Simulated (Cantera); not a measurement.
Charge: 1 mol AlN, 0.52 mol O2, a varied amount of H2, equilibrated at 1727 °C and 1.20 Torr.

Equilibrium computed with Cantera from the NASA thermochemical tables; the gas is ideal and each condensed phase is pure. Candidate condensed phases: Al, AlN, Al2O3, H2O; 35 gas species. The tables' values for AlOH are old estimates; treat these amounts as uncertain. The numbers say what is thermodynamically allowed, not how fast it happens.

x: gas mole fraction; n: condensed amount in mol.

```csv
n(H2) (mol),x H2,x N2,x Al,x Al2O,x H,x AlH,n Al2O3(s)
1.1,0.564,0.263,0.0828,0.0585,0.0305,…,0.310
2.5,0.733,0.150,0.0508,0.0305,0.0348,…,0.313
3.8,0.797,0.107,0.0379,0.0206,0.0363,…,0.314
5.1,0.833,0.0835,0.0304,0.0154,0.0371,…,0.316
6.5,0.857,0.0674,0.0252,0.0120,0.0376,…,0.317
7.8,0.873,0.0572,0.0217,0.00984,0.0380,…,0.317
9.2,0.885,0.0491,0.0190,0.00822,0.0382,…,0.318
11,0.896,0.0416,0.0164,0.00675,0.0385,0.000174,0.319
12,0.901,0.0384,0.0152,0.00613,0.0386,0.000162,0.319
```

### Question
What belongs in the gaps?

### Answer

- 1.1, x AlH: 0.000695
- 2.5, x AlH: 0.000487
- 3.8, x AlH: 0.000378
- 5.1, x AlH: 0.000310
- 6.5, x AlH: 0.000260
- 7.8, x AlH: 0.000227
- 9.2, x AlH: 0.000200
